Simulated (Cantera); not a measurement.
A diamond (100) surface in a fixed gas of H2 with x(CH4) = 0.025, x(H) = 0.0056, at 1350 K, 8700 Pa; coverages are run to steady state.

Model: the Harris–Goodwin 1993 mechanism for the reconstructed diamond (100) surface, integrated in Cantera.

One state of this run: growth (µm/h) = 8.82; θ c6HH = 0.360; θ c6H* = 0.0542; θ c6*H = 0.533; θ c6** = 0.0498; θ c6HM = 0.000650. θ: site fractions in the mechanism's names (c6HH fully hydrogenated, c6H* and c6*H radical sites, c6** diradical, c6HM methylated).

Q: Which value of x(CH3) does it belong to?
(A) 0.00015
(B) 0.00042
(C) 1e-06
(D) 2.1e-05

A: B, 0.00042
